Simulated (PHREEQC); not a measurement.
**Nickel, zinc or cadmium bath: speciation**

A solution holds 0.17 mol/kgw CdCl2, 0.061 mol/kgw Na2SO4 and 0.18 mol/kgw H2SO4, at 25 °C. Closed to the air; pH follows from the charge balance.

The numbers come from PHREEQC with the ion-association model, phreeqc.dat.

Precipitation was switched off in this run.

Question: What pH, ionic strength, density does the model give?

Answer: pH 0.83; ionic strength 0.519 mol/kgw; density 1.041 g/cm³.

Question: In which forms is Cd present?

Answer: CdCl+ 56 %, CdCl2 17 %, Cd+2 13 %, CdSO4 8.4 %, Cd(SO4)2-2 3.1 %, CdCl3- 1.9 % of the Cd.

Species that the database lacks are ignored.
